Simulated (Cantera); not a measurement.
Feed: 1 mol TiO2, 120 mol H2, 0.32 mol H2O, equilibrated at 1 atm.

Method: chemical equilibrium by Gibbs-energy minimisation in Cantera with the NASA 1993 tables (ideal gas, pure condensed phases). Candidate condensed phases: H2O, Ti, TiO, TiO2, Ti2O3, Ti3O5, Ti4O7; 12 gas species. Equilibrium is a limit: real reactors are often held back by kinetics, nucleation or transport.

Question: Which condensed phases are stable at each of these points (T (K)): 1775, 1800, 1825, 1850, 1875, 1900, 1925, 1950, 1975, 2000, 2025, 2050, 2075, 2100?

Answer: 
```json
[
 {"T (K)": "1775", "condensed phases": "Ti3O5(s)", "Ti condensed (%)": "100.0"},
 {"T (K)": "1800", "condensed phases": "Ti3O5(s)", "Ti condensed (%)": "100.0"},
 {"T (K)": "1825", "condensed phases": "Ti3O5(s)", "Ti condensed (%)": "100.0"},
 {"T (K)": "1850", "condensed phases": "Ti3O5(s)", "Ti condensed (%)": "100.0"},
 {"T (K)": "1875", "condensed phases": "Ti3O5(s)", "Ti condensed (%)": "100.0"},
 {"T (K)": "1900", "condensed phases": "Ti3O5(s)", "Ti condensed (%)": "100.0"},
 {"T (K)": "1925", "condensed phases": "Ti3O5(s)", "Ti condensed (%)": "100.0"},
 {"T (K)": "1950", "condensed phases": "Ti3O5(s)", "Ti condensed (%)": "100.0"},
 {"T (K)": "1975", "condensed phases": "Ti3O5(s)", "Ti condensed (%)": "100.0"},
 {"T (K)": "2000", "condensed phases": "Ti3O5(s)", "Ti condensed (%)": "100.0"},
 {"T (K)": "2025", "condensed phases": "Ti3O5(s)", "Ti condensed (%)": "100.0"},
 {"T (K)": "2050", "condensed phases": "Ti3O5(s)", "Ti condensed (%)": "100.0"},
 {"T (K)": "2075", "condensed phases": "Ti3O5(l)", "Ti condensed (%)": "100.0"},
 {"T (K)": "2100", "condensed phases": "Ti3O5(l)", "Ti condensed (%)": "100.0"}
]
```

From 1775 K to 2050 K the condensed part is Ti3O5(s). From 2075 K to 2100 K the condensed part is Ti3O5(l).
